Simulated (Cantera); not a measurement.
A perfectly stirred reactor is fed with NH3 : H2 = 1 : 0.062 (molar parts), at 0.987 atm; it is held at 1550 K, and followed from long to short residence time.

Detailed kinetics in Cantera: the gas-phase N/H chemistry of the illustrative SiF4/NH3 mechanism in the Surface Chemkin manual (1991). Walls and surfaces, which speed up NH3 decomposition in real reactors, are not modelled.

### Question
Predict: x(NH3) at τ = 4.50 s; x(H2) at τ = 4.50 s; x(NH2) at τ = 4.50 s; x(NH) at τ = 4.50 s; x(H) at τ = 4.50 s; x(NH3) at τ = 0.110 s; x(H2) at τ = 0.110 s; x(NH2) at τ = 0.110 s; x(NH) at τ = 0.110 s; x(H) at τ = 0.110 s.

### Answer
| Quantity | Result |
|---|---|
| x(NH3) at τ = 4.50 s | 0.712 |
| x(H2) at τ = 4.50 s | 0.229 |
| x(NH2) at τ = 4.50 s | 5.06e-5 |
| x(NH) at τ = 4.50 s | 1.27e-7 |
| x(H) at τ = 4.50 s | 7.09e-6 |
| x(NH3) at τ = 0.110 s | 0.933 |
| x(H2) at τ = 0.110 s | 0.0648 |
| x(NH2) at τ = 0.110 s | 6.35e-5 |
| x(NH) at τ = 0.110 s | 1.38e-7 |
| x(H) at τ = 0.110 s | 1.93e-6 |
